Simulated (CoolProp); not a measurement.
Vapour-liquid equilibrium of propane (1) + cyclopropane (2) at 0.734 MPa; x and y are mole fractions of (1).

Model: multi-fluid Helmholtz-energy mixture model, Lemmon 2009 and Polt 1992; pair parameters Bell 2016, in CoolProp. This equation is an older, rougher fit; its heat capacities, sound speeds and derivatives of the liquid may be far off and weren't checked against measurements.

| x | bubble temperature, mixture model (K) | bubble temperature, Raoult's law (K) | y, mixture model | y, Raoult's law |
|---|---|---|---|---|
| 0.05 | 297.5 | 298.0 | 0.073 | 0.065 |
| 0.125 | 296.0 | 297.2 | 0.174 | 0.158 |
| 0.2 | 294.7 | 296.4 | 0.265 | 0.248 |
| 0.275 | 293.5 | 295.5 | 0.348 | 0.334 |
| 0.35 | 292.5 | 294.7 | 0.425 | 0.416 |
| 0.425 | 291.6 | 293.9 | 0.496 | 0.494 |
| 0.5 | 290.8 | 293.1 | 0.563 | 0.570 |
| 0.575 | 290.1 | 292.4 | 0.628 | 0.642 |
| 0.65 | 289.5 | 291.6 | 0.691 | 0.711 |
| 0.725 | 289.0 | 290.9 | 0.753 | 0.778 |
| 0.8 | 288.7 | 290.2 | 0.816 | 0.842 |
| 0.875 | 288.4 | 289.4 | 0.882 | 0.903 |
| 0.95 | 288.3 | 288.7 | 0.951 | 0.962 |

The largest gap from Raoult's law is -2.3 K in bubble temperature, at x = 0.5. No azeotrope shows between x = 0.05 and 0.95.

The pair parameters rest on a limited set of measurements; away from them the model extrapolates.
